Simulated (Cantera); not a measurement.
A Cantera script and what it prints.

```python
import numpy as np
import cantera as ct

gas_names = """
    C CN CO CO2 C2 CCN CNC C2N2 C2O C3 C3O2 C4 C4N2 C5 N NCO NO NO2 NO3 N2 N2O O O2 O3
""".split()
cond_names = """
    C(gr)
""".split()


def load(file, names, dense=False):
    # The tables refer to 1 bar. Condensed volumes are neglected.
    table = {s.name: s for s in ct.Species.list_from_file(file)}
    out = []
    for n in names:
        d = dict(table[n].input_data)
        d["thermo"] = dict(d["thermo"], **{"reference-pressure": 1e5})
        if dense:
            d["equation-of-state"] = {"model": "constant-volume", "density": "1e6 g/cm^3"}
        out.append(ct.Species.from_dict(d))
    return out


gas = ct.Solution(thermo="ideal-gas", species=load("nasa_gas.yaml", gas_names))
cond = {s.name: ct.Solution(thermo="fixed-stoichiometry", species=[s], name=s.name)
        for s in load("nasa_condensed.yaml", cond_names, dense=True)}
atoms = {
    'C': {'C': 1},
    'O2': {'O': 2},
    'N2': {'N': 2},
}
top_T = {'C(gr)': 4500}  # K; cautious upper limits of use, not melting points


def equilibrate(T, P, feed):
    n = {}
    for name, mol in feed.items():
        for a, k in atoms[name].items():
            n[a] = n.get(a, 0.0) + k * mol
    gas.TPX = T, P, n
    mass = sum(n.values()) * gas.mean_molecular_weight
    gas.equilibrate("TP")
    valid = [c for c in cond.values() if c.min_temp <= T <= top_T.get(c.name, c.max_temp)]
    mix = ct.Mixture([(gas, mass / gas.mean_molecular_weight)] + [(c, 0.0) for c in valid])
    mix.T, mix.P = T, P
    mix.equilibrate("TP", solver="vcs", rtol=1e-11, max_steps=5000)
    return mix


results = []
feed = {'C': 1, 'O2': 0.018, 'N2': 32}  # mol
T = 823.15  # K
P = 57000  # Pa
mix = equilibrate(T, P, feed)
results.append((T, P, feed, dict(zip(mix.species_names, mix.species_moles))))
x = sorted(zip(gas.X, gas.species_names), reverse=True)
print(f"T = {T:g} K  P = {P:g} Pa  gas = {mix.phase_moles(0):.4g} mol")
print("   x: " + "  ".join(f"{s} {v:.3e}" for v, s in x if v > 0.001))
print("   condensed (mol): " + ("  ".join(f"{mix.phase(i).name} {mix.phase_moles(i):.4g}"
      for i in range(1, mix.n_phases) if mix.phase_moles(i) > 1e-12) or "none"))
```

It prints:

```
T = 823.15 K  P = 57000 Pa  gas = 32.04 mol
   x: N2 9.989e-01  CO 1.062e-03
   condensed (mol): C(gr) 0.965
```

Method: chemical equilibrium by Gibbs-energy minimisation in Cantera with the NASA 1993 tables (ideal gas, pure condensed phases).
